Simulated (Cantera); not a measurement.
## Si + Cl2 (silicon etching in halogen gases)

Charge: 1 mol Si, a varied amount of Cl2, at 202 °C and 1.80 mbar.

Method: chemical equilibrium by Gibbs-energy minimisation in Cantera with the NASA 1993 tables (ideal gas, pure condensed phases). Candidate condensed phases: Si; 9 gas species. Equilibrium is a limit: real reactors are often held back by kinetics, nucleation or transport.

From 0.85 mol Cl2 to 1.9 mol Cl2 the condensed part is Si(s). From 2.2 mol Cl2 to 5.6 mol Cl2 nothing is condensed. The main Si-bearing gas is SiCl4 throughout.

```csv
n(Cl2) (mol),x SiCl4,x Cl2,x SiCl3,n Si(s)
0.85,1.00,<1e-12,2.25e-8,0.575
0.99,1.00,<1e-12,2.25e-8,0.505
1.2,1.00,<1e-12,2.25e-8,0.400
1.4,1.00,<1e-12,2.25e-8,0.300
1.6,1.00,<1e-12,2.25e-8,0.200
1.9,1.00,<1e-12,2.25e-8,0.0500
2.2,0.833,0.167,<1e-12,0
2.6,0.625,0.375,<1e-12,0
3,0.500,0.500,<1e-12,0
3.5,0.400,0.600,<1e-12,0
4.1,0.323,0.677,<1e-12,0
4.8,0.263,0.737,<1e-12,0
5.6,0.217,0.783,<1e-12,0
```
x: gas mole fraction; n: condensed amount in mol.
